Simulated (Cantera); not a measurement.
An isothermal, constant-pressure homogeneous reactor starts with 47.6 % NH3, 52.4 % N2, at 1450 K and 10.00 Torr.

Cantera simulation using the gas-phase N/H chemistry of the illustrative SiF4/NH3 mechanism in the Surface Chemkin manual (1991); the numbers are that mechanism's predictions, not measurements. Walls and surfaces, which speed up NH3 decomposition in real reactors, are not modelled.

x: mole fraction; the columns are a selection and need not sum to one.

| t (s) | x NH3 | x N | x N2 | x H2 | x N2H2 | x H | x NH2 |
|---|---|---|---|---|---|---|---|
| 0.000200 | 0.476 | <1e-12 | 0.524 | 2.80e-9 | <1e-12 | 4.62e-10 | 6.06e-9 |
| 0.000829 | 0.476 | <1e-12 | 0.524 | 1.31e-8 | <1e-12 | 4.62e-10 | 2.66e-8 |
| 0.00344 | 0.476 | <1e-12 | 0.524 | 5.56e-8 | <1e-12 | 4.62e-10 | 1.12e-7 |
| 0.0143 | 0.476 | <1e-12 | 0.524 | 2.32e-7 | 2.96e-11 | 4.63e-10 | 4.64e-7 |
| 0.0591 | 0.476 | <1e-12 | 0.524 | 9.74e-7 | 7.71e-10 | 4.75e-10 | 1.92e-6 |
| 0.245 | 0.476 | <1e-12 | 0.524 | 4.92e-6 | 1.51e-8 | 7.30e-10 | 7.96e-6 |
| 1.02 | 0.476 | 1.55e-11 | 0.524 | 8.36e-5 | 2.36e-7 | [?] | 3.08e-5 |
| 4.21 | 0.475 | 2.04e-10 | 0.524 | 0.00135 | 5.21e-7 | [?] | 4.57e-5 |
| 17.5 | 0.469 | 1.01e-9 | 0.524 | 0.00708 | 5.04e-7 | [?] | 4.40e-5 |
| 72.4 | 0.448 | 3.24e-9 | 0.523 | 0.0290 | 4.41e-7 | [?] | 4.02e-5 |
| 300 | 0.379 | 5.11e-9 | 0.522 | 0.0989 | 2.97e-7 | [?] | 3.32e-5 |

Q: What belongs in the gaps?

A: 
- 1.02, x H: 6.83e-9
- 4.21, x H: 7.07e-8
- 17.5, x H: 3.23e-7
- 72.4, x H: 1.24e-6
- 300, x H: 4.11e-6
